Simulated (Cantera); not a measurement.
A closed system holds: 1 mol n-butane, 0.033 mol CO2, at 1698 K and 0.133 bar.

Cantera equilibrium calculation (NASA polynomials, part measured and part estimated; ideal gas, pure solids and liquids). Candidate condensed phases: C, C6H6, C7H8, C8H18, H2O; 110 gas species. Equilibrium is a limit: real reactors are often held back by kinetics, nucleation or transport.

Base state: H2 0.986, CO 0.0130, H 0.000393, CH4 0.000143, C2H2 (acetylene) 7.11e-5 (mole fractions); condensed: C(graphite).

Problem. What changes in the equilibrium state with this change: n-butane replaced by C?

Solution. 
```csv
species,before,after
CO,0.0130,1.000
CO2,3.24e-9,1.91e-5
H2,0.986,0
H,0.000393,0
CH4,0.000143,0
C2H2 (acetylene),7.11e-5,0
"C(graphite), mol",3.97,0.967
```
